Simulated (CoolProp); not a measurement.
Computed with CoolProp (reference Helmholtz-energy equation of state, Akasaka 2015).

Give the vapour pressure (kPa), vapour density (kg/m³), vapour viscosity (µPa s) of saturated R245fa at 213, 387.1 K.


```json
[
 {"T (K)": "213", "p (kPa)": "1.30", "vapour density (kg/m³)": "0.0984", "vapour viscosity (µPa s)": "8.35"},
 {"T (K)": "387.1", "p (kPa)": "1710", "vapour density (kg/m³)": "103", "vapour viscosity (µPa s)": "16.8"}
]
```

Viscosity comes from a separate model (Bell 2016), an estimate that may be off by 10 % or more.
